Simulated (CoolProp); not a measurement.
Vapour-liquid equilibrium of acetone (1) + n-decane (2) at 456.6 K; x and y are mole fractions of (1).

The numbers come from the multi-fluid Helmholtz-energy mixture model, Lemmon 2006 and Lemmon 2006; pair parameters Bell 2016 in CoolProp.

```
x      bubble pressure (bar)  y at the bubble point  dew pressure at overall composition x (bar)  liquid density (mol/L)
-----  ---------------------  ---------------------  -------------------------------------------  ----------------------
0.05                   2.409                  0.466                                        1.346                   4.316
0.125                  4.180                  0.695                                        1.464                   4.526
0.2                    5.932                  0.787                                        1.604                   4.751
0.275                  7.581                  0.836                                        1.772                   4.995
0.35                   9.089                  0.866                                        1.978                   5.259
0.425             (withheld)                  0.886                                        2.236                   5.548
0.5                    11.71                  0.902                                        2.570                   5.865
0.575                  12.90                  0.915                                   (withheld)                   6.218
0.65                   14.08                  0.928                                        3.655                   6.614
0.725                  15.31                  0.940                                        4.628              (withheld)
0.8                    16.64                  0.954                                   (withheld)                   7.590
0.875                  18.12                  0.969                                        9.675                   8.211
0.95                   19.79                  0.987                                        16.26                   8.964
```

### Question
Complete the blanks.

### Answer

- 0.425, bubble pressure (bar): 10.46
- 0.575, dew pressure at overall composition x (bar): 3.018
- 0.725, liquid density (mol/L): 7.066
- 0.8, dew pressure at overall composition x (bar): 6.295

No azeotrope shows between x = 0.05 and 0.95.

Pair parameters are fitted to limited data, so mixtures are less certain than the pure fluids. The gap from Raoult's law changes sign with composition, which may be real or a fault of the pair parameters; it wasn't checked against measurements.
